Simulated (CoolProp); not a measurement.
Saturation properties of R1234ze(Z).

Values from CoolProp's reference Helmholtz-energy equation of state, Akasaka 2019.

| T (K) | p (MPa) | vapour density (kg/m³) | enthalpy of vaporisation (kJ/kg) | surface tension (mN/m) |
|---|---|---|---|---|
| 299.2 | 0.1840 | [?] | [?] | [?] |
| 303.2 | [?] | 10.38 | 203.1 | 12.2 |
| 307.1 | 0.2394 | 11.74 | 200.6 | 11.7 |
| 311.1 | 0.2719 | 13.28 | 198.0 | 11.2 |
| 315 | 0.3069 | 14.93 | 195.3 | 10.7 |
| 319 | 0.3462 | 16.80 | 192.6 | 10.2 |
| 322.9 | 0.3881 | 18.79 | 189.8 | 9.77 |
| 326.9 | 0.4351 | 21.04 | 186.9 | 9.30 |
| 330.8 | 0.4849 | 23.44 | 183.9 | 8.84 |
| 334.8 | 0.5404 | 26.13 | 180.8 | 8.38 |
| 338.7 | 0.5990 | 29.01 | 177.7 | 7.93 |
| 342.7 | 0.6640 | 32.23 | 174.3 | 7.48 |

### Question
Some entries are withheld; supply them.

### Answer

- 299.2, vapour density (kg/m³): 9.116
- 299.2, enthalpy of vaporisation (kJ/kg): 205.6
- 299.2, surface tension (mN/m): 12.7
- 303.2, p (MPa): 0.2106

It boils at 282.9 K under 1 atm.

Surface tension comes from a separate correlation (Kondou 2015).
